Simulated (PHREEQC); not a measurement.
A solution holds 0.0013 mol HNO3, 0.02 mol CaCl2, 0.00075 mol KCl and 0.038 mol K3PO4 per kg of water, at 75 °C. Closed to the air; pH follows from the charge balance.

All values are PHREEQC results (ion-association model, phreeqc.dat), not measurements.

### Question
The ionic strength comes out as 0.138 mol/kgw. What activity coefficients do H2PO4-, KHPO4-, Cl-, HPO4-2, CaPO4- get?

### Answer
H2PO4- 0.75, KHPO4- 0.75, Cl- 0.72, HPO4-2 0.30, CaPO4- 0.75.

No solid was allowed to form. Saturation is exceeded, for instance for Hydroxyapatite; the values hold only as long as no solid forms. Species that the database lacks are ignored. Constants without temperature data keep their 25 °C values here.
